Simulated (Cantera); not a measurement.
# SiH₄ + O₃ (silicon oxide and oxynitride deposition)

Charge: 1 mol SiH₄, 0.35 mol O₃, at 0.133 bar.

Cantera equilibrium calculation (NASA polynomials, part measured and part estimated; ideal gas, pure solids and liquids). Candidate condensed phases: H₂O, Si, SiO₂; 18 gas species. Rates play no part.

```csv
T (K),x H₂,x SiH₄,n Si(s),n SiO₂(α-quartz),n SiO₂(β-quartz)
725,1.00,1.86e-8,0.475,0.525,0
750,1.00,2.13e-8,0.475,0.525,0
775,1.00,2.42e-8,0.475,0.525,0
800,1.00,2.72e-8,0.475,0.525,0
825,1.00,3.03e-8,0.475,0.525,0
850,1.00,3.35e-8,0.475,0,0.525
875,1.00,3.69e-8,0.475,0,0.525
900,1.00,4.03e-8,0.475,0,0.525
```
x: gas mole fraction; n: condensed amount in mol.

From 725 K to 825 K the condensed part is Si(s) + SiO₂(α-quartz). From 850 K to 900 K the condensed part is Si(s) + SiO₂(β-quartz). The main Si-bearing gas is SiH₄ throughout.
